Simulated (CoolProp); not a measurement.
Vapour pressure (bar) of ethylene: the reference equation beside estimates from Tc = 9.2 °C, pc = 50.42 bar, ω = 0.087. Clausius-Clapeyron is anchored at -77.35 °C with a constant enthalpy of vaporisation of 12.35 kJ/mol.

The numbers come from the reference Helmholtz-energy equation of state, Smukala 2000 in CoolProp.

```json
[
 {"T (°C)": "-105.15", "reference": "0.9335", "Lee-Kesler": "0.9258", "Clausius-Clapeyron": "1.089", "Peng-Robinson": "0.9484"},
 {"T (°C)": "-95.85", "reference": "___", "Lee-Kesler": "1.570", "Clausius-Clapeyron": "1.731", "Peng-Robinson": "1.592"},
 {"T (°C)": "-86.65", "reference": "2.509", "Lee-Kesler": "2.502", "Clausius-Clapeyron": "2.617", "Peng-Robinson": "2.519"},
 {"T (°C)": "-77.35", "reference": "3.819", "Lee-Kesler": "3.818", "Clausius-Clapeyron": "3.819", "Peng-Robinson": "3.823"},
 {"T (°C)": "-68.05", "reference": "5.583", "Lee-Kesler": "5.588", "Clausius-Clapeyron": "___", "Peng-Robinson": "5.581"},
 {"T (°C)": "-58.85", "reference": "7.856", "Lee-Kesler": "7.867", "Clausius-Clapeyron": "7.351", "Peng-Robinson": "___"},
 {"T (°C)": "-49.55", "reference": "10.78", "Lee-Kesler": "10.79", "Clausius-Clapeyron": "9.806", "Peng-Robinson": "___"},
 {"T (°C)": "-40.25", "reference": "___", "Lee-Kesler": "14.42", "Clausius-Clapeyron": "12.78", "Peng-Robinson": "14.43"}
]
```

### Question
Fill in the missing entries.

### Answer

- -95.85, reference: 1.579
- -68.05, Clausius-Clapeyron: 5.387
- -58.85, Peng-Robinson: 7.851
- -49.55, Peng-Robinson: 10.77
- -40.25, reference: 14.41

Absolute difference from the reference over all 8 rows, mean and median: Lee-Kesler 0.3 and 0.1 %, Clausius-Clapeyron 7.6 and 7.7 %, Peng-Robinson 0.4 and 0.1 %.
